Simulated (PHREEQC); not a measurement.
A made-up water analysis in mmol/kgw, 92 °C, pH 6.26:

```json
[
 {"constituent": "Na", "mmol/kgw": "103"},
 {"constituent": "K", "mmol/kgw": "5.06"},
 {"constituent": "Ca", "mmol/kgw": "0.95"},
 {"constituent": "Mg", "mmol/kgw": "1.59"},
 {"constituent": "Cl", "mmol/kgw": "70.1"},
 {"constituent": "S(6)", "mmol/kgw": "19.7"},
 {"constituent": "Alkalinity (meq/kgw)", "mmol/kgw": "3.59"}
]
```

Valence states are taken as typed.

All values are PHREEQC results (Pitzer model, pitzer.dat), not measurements.

```
quantity                   before    after
------------------------  -------  -------
ionic strength (mol/kgw)    0.135    0.135
HSO4- (mol/kgw)           2.62e-6  1.83e-6
CO3-2 (mol/kgw)           1.37e-6  1.39e-6
MgCO3 (mol/kgw)           2.75e-7  2.57e-7
MgOH+ (mol/kgw)           1.47e-7  7.57e-8
```

### Question
Name the change that produced these shifts.
A. K from 5.06 to 2.53 mmol/kgw
B. Ca from 0.95 to 1.9 mmol/kgw
C. temperature from 92 to 80 °C at the same typed pH

### Answer
C, temperature from 92 to 80 °C at the same typed pH

This is a speciation only: nothing precipitates in the calculation. Constants without temperature data keep their 25 °C values here.
